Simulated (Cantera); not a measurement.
A closed system holds: 1 mol Si2Cl6, 6.4 mol N2, 26 mol NH3, held at 0.0133 bar.

These are equilibrium values from Cantera (NASA tables, ideal gas, pure condensed phases), not measurements of a reactor. Candidate condensed phases: NH4Cl, Si, Si3N4; 28 gas species. The feed counts by its element totals alone. The tables' values for SiCl, SiCl3, SiN are old estimates; treat these amounts as uncertain. Gases not in the tables: Si2H6 and higher silanes. Rates play no part.

x: gas mole fraction; n: condensed amount in mol.

| T (°C) | x H2 | x N2 | x HCl | x SiCl2 | n Si3N4(s) | n Si(l) |
|---|---|---|---|---|---|---|
| 577 | 0.600 | 0.301 | 0.0995 | 2.54e-10 | 0.665 | 0 |
| 677 | 0.599 | 0.301 | 0.0997 | 1.34e-8 | 0.666 | 0 |
| 777 | 0.599 | 0.301 | 0.0997 | 3.29e-7 | 0.666 | 0 |
| 877 | 0.599 | 0.301 | 0.0998 | 4.59e-6 | 0.666 | 0 |
| 977 | 0.599 | 0.301 | 0.0997 | 4.16e-5 | 0.665 | 0 |
| 1077 | 0.600 | 0.301 | 0.0992 | 0.000267 | 0.660 | 0 |
| 1177 | 0.600 | 0.301 | 0.0970 | 0.00127 | 0.640 | 0 |
| 1277 | 0.602 | 0.303 | 0.0904 | 0.00440 | [?] | 0 |
| 1377 | 0.605 | 0.306 | 0.0772 | 0.0107 | [?] | 0 |
| 1477 | 0.609 | 0.309 | 0.0603 | 0.0188 | [?] | 0 |
| 1577 | 0.601 | 0.315 | 0.0610 | 0.0179 | 0 | 0.841 |
| 1677 | 0.596 | 0.314 | 0.0625 | 0.0166 | 0 | 0.799 |

Problem. What belongs in the gaps?

Solution. 
- 1277, n Si3N4(s): 0.576
- 1377, n Si3N4(s): 0.447
- 1477, n Si3N4(s): 0.277
